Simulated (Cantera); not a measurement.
A perfectly stirred reactor is fed with N₂O = 1 (molar parts), at 0.00730 bar; it is held at 1600 K, and followed from long to short residence time.

Model: GRI-Mech 3.0 (53 species, 325 reactions), integrated in Cantera. GRI-Mech 3.0 was tuned for natural gas; its chemistry of N2O as a main component is partial and can be far from experiment. Radical loss at walls, strong at low pressure, is not modelled. The temperature is held fixed by assumption; the heat of reaction is taken as removed at once.

Q: What does this change do: 0.028 parts H2O added?

A: 
```json
[
 {"quantity": "x(N₂O) at τ = 29.0 s", "before": "0.0180", "after": "0.0160"},
 {"quantity": "x(NO) at τ = 29.0 s", "before": "0.190", "after": "0.142"},
 {"quantity": "x(O) at τ = 29.0 s", "before": "0.000168", "after": "0.000141"},
 {"quantity": "x(NO₂) at τ = 29.0 s", "before": "3.92e-5", "after": "5.13e-5"},
 {"quantity": "x(N₂) at τ = 29.0 s", "before": "0.560", "after": "0.572"},
 {"quantity": "x(N₂O) at τ = 0.110 s", "before": "0.826", "after": "0.786"},
 {"quantity": "x(NO) at τ = 0.110 s", "before": "0.0347", "after": "0.0321"},
 {"quantity": "x(O) at τ = 0.110 s", "before": "0.000175", "after": "0.000172"},
 {"quantity": "x(NO₂) at τ = 0.110 s", "before": "1.95e-6", "after": "0.000566"},
 {"quantity": "x(N₂) at τ = 0.110 s", "before": "0.0989", "after": "0.109"}
]
```
